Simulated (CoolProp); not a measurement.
Values from CoolProp's reference Helmholtz-energy equation of state, Lemmon 2006. It is a short technical equation, of lower accuracy than the large ones.

Question: For carbonyl sulfide, give the phase and the cv (kJ/(kg K)), Joule-Thomson coefficient (K/MPa) at 191.4 K and 2.26 MPa; 441.1 K and 0.152 MPa.

Answer: 
- 191.4 K and 2.26 MPa: liquid; cv 0.724, Joule-Thomson coefficient -0.480
- 441.1 K and 0.152 MPa: gas; cv 0.649, Joule-Thomson coefficient 8.09
